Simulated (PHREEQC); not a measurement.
Dissolve 56 mmol/kgw MgCl2 and 0.12 mmol/kgw NaHCO3 at 3.8 °C. Closed to the air; pH follows from the charge balance.

Equilibrium calculation in PHREEQC: ion-association model, phreeqc.dat.

Precipitation was switched off in this run.

Estimate the pH.

pH 7.85.

In which forms is C present?

HCO3- 77 %, MgHCO3+ 18 %, CO2 2.7 %, MgCO3 1.5 % of the C.

Constants without temperature data keep their 25 °C values here.
